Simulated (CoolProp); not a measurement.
Model: reference Helmholtz-energy equation of state, Aleksandrov 2011, in CoolProp. It is a short technical equation, of lower accuracy than the large ones.

Question: For n-undecane, give the phase and the density (kg/m³), cv (kJ/(kg K)), isothermal compressibility (1/MPa) at 346.85 °C and 11.1 bar; 346.85 °C and 88.5 bar.

Answer: 
- 346.85 °C and 11.1 bar: gas; density 48.0, cv 2.95, isothermal compressibility 1.41
- 346.85 °C and 88.5 bar: liquid; density 489, cv 2.96, isothermal compressibility 0.0125
